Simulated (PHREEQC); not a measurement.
1.2 g of hydrous ferric oxide (600 m²/g; 0.2 weak and 0.005 strong sites per Fe, Dzombak-Morel constants, diffuse double layer) in 1 kg of water with 0.05 mol/kgw of an inert sodium salt and 0.00019 mol/kgw SrCl2, 0.0062 mol/kgw NiCl2 and 1.4e-05 mol/kgw NaF, at 25 °C; the pH is set by adding NaOH or the inert anion's acid. O2 is buffered at 0.21 atm. No CO2 enters from the air. Precipitation was switched off in this run.

The series has 17 steps of pH, from 4 to 12.

Computed with PHREEQC (ion-association model, wateq4f.dat).

Problem. Near which pH is half of the Sr sorbed, and on which side is more sorbed?

Solution. Near pH 11.5, with more sorbed at higher pH.

Problem. Near which pH is half of the F sorbed, and on which side is more sorbed?

Solution. Near pH 7.2, with more sorbed at lower pH.

Problem. At which pH does the surface charge pass through zero?

Solution. Near pH 11.3.

Along this series the solution becomes supersaturated in solids that the run did not let form, among them Ni(OH)2.
